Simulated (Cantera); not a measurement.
Input: 1 mol AlN, 0.71 mol Cl2, equilibrated at 500 °C and 0.000170 bar.

Method: chemical equilibrium by Gibbs-energy minimisation in Cantera with the NASA 1993 tables (ideal gas, pure condensed phases). Candidate condensed phases: Al, AlCl3, AlN; 11 gas species. Rates play no part.

Base state: AlCl3 0.666, N2 0.333, Al2Cl6 0.000468 (mole fractions); condensed: AlN(s).

### Question
What changes in the equilibrium state with this change: temperature from 500 °C to 452 °C?

### Answer
```csv
species,before,after
AlCl3,0.666,0.665
N2,0.333,0.334
Al2Cl6,0.000468,0.00160
"AlN(s), mol",0.527,0.527
```
